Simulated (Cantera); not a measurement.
What does this Cantera script print?

```python
import numpy as np
import cantera as ct

gas = ct.Solution("gri30.yaml")
gas.TPX = 1425, 1000000, {'CO': 0.0095, 'O2': 0.0021, 'H2O': 0.0019, 'N2': 1, 'CH4': 0.0012}
inlet = ct.Reservoir(gas, clone=True)

reactor = ct.IdealGasConstPressureReactor(gas, energy="off", clone=False)
exhaust = ct.Reservoir(gas, clone=True)
tau = [1.3, 0.62, 0.29, 0.14, 0.064, 0.03, 0.014, 0.0065, 0.003][0]
for a, b in ((inlet, reactor), (reactor, exhaust)):
    ct.MassFlowController(a, b, mdot=lambda t: reactor.mass / tau)
net = ct.ReactorNet([reactor])
show = ['CO', 'O2', 'H2O', 'OH', 'N2O', 'NO2', 'O']

rows = []
print(f"{'tau/s':>10s}{'T/K':>9s}" + "".join(f"{s:>11s}" for s in show))
for tau in [1.3, 0.62, 0.29, 0.14, 0.064, 0.03, 0.014, 0.0065, 0.003]:
    net.initial_time = 0.0
    net.advance(30 * tau)
    before = gas.X
    net.advance(40 * tau)
    drift = np.max(np.abs(gas.X - before) / (gas.X + 1e-9))
    rows.append([gas.T, *gas[show].X, drift])
    print(f"{tau:10.3e}{gas.T:9.1f}" + "".join(f"{x:11.3e}" for x in gas[show].X))
```

It prints:

```
     tau/s      T/K         CO         O2        H2O         OH        N2O        NO2          O
 1.300e+00   1425.0  7.449e-03  1.186e-04  2.437e-03  1.123e-08  3.334e-09  9.106e-12  3.238e-09
 6.200e-01   1425.0  7.721e-03  1.774e-04  2.556e-03  1.811e-08  6.547e-09  1.588e-11  6.720e-09
 2.900e-01   1425.0  8.003e-03  2.604e-04  2.652e-03  3.024e-08  1.248e-08  2.660e-11  1.385e-08
 1.400e-01   1425.0  8.269e-03  3.719e-04  2.708e-03  4.956e-08  2.171e-08  4.124e-11  2.666e-08
 6.400e-02   1425.0  8.554e-03  5.465e-04  2.714e-03  8.211e-08  3.535e-08  5.919e-11  5.020e-08
 3.000e-02   1425.0  8.836e-03  8.096e-04  2.640e-03  1.230e-07  4.768e-08  6.674e-11  8.101e-08
 1.400e-02   1425.0  9.123e-03  1.298e-03  2.387e-03  1.347e-07  4.334e-08  3.807e-11  8.987e-08
 6.500e-03   1425.0  9.334e-03  2.027e-03  1.898e-03  1.796e-08  4.008e-09  1.163e-13  1.119e-08
 3.000e-03   1425.0  9.354e-03  2.061e-03  1.877e-03  8.811e-09  1.088e-09  6.141e-15  5.467e-09
```

Model: GRI-Mech 3.0 (53 species, 325 reactions), integrated in Cantera.
